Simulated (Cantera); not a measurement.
Feed: 1 mol Al₂O₃, 3.9 mol O₂, held at 0.000260 bar.

Cantera equilibrium calculation (NASA polynomials, part measured and part estimated; ideal gas, pure solids and liquids). Candidate condensed phases: Al, Al₂O₃; 9 gas species. The numbers say what is thermodynamically allowed, not how fast it happens.

x: gas mole fraction; n: condensed amount in mol.

| T (°C) | x O₂ | x O | x AlO | x Al | n Al₂O₃(s) | n Al₂O₃(l) |
|---|---|---|---|---|---|---|
| 1227 | 1.000 | 0.000251 | <1e-12 | <1e-12 | 1.00 | 0 |
| 1327 | 0.999 | [?] | <1e-12 | <1e-12 | 1.00 | 0 |
| 1427 | 0.997 | 0.00277 | 7.81e-12 | <1e-12 | 1.00 | 0 |
| 1527 | 0.992 | 0.00752 | 2.53e-10 | <1e-12 | 1.00 | 0 |
| 1627 | 0.982 | 0.0183 | 5.65e-9 | 9.83e-12 | 1.00 | 0 |
| 1727 | 0.959 | 0.0406 | 9.23e-8 | 3.73e-10 | 1.00 | 0 |
| 1827 | 0.917 | 0.0826 | 1.16e-6 | 1.01e-8 | 1.000 | 0 |
| 1927 | [?] | [?] | [?] | [?] | 1.000 | 0 |
| 2027 | 0.736 | 0.264 | 9.70e-5 | 3.48e-6 | 1.000 | 0 |
| 2127 | 0.587 | 0.412 | 0.000633 | 4.48e-5 | 0 | 0.998 |

**Question.** Some entries are withheld; supply them.

**Answer.** 
- 1927, x O₂: 0.846
- 1927, x O: 0.154
- 1927, x AlO: 1.16e-5
- 1927, x Al: 2.10e-7
- 1327, x O: 0.000899
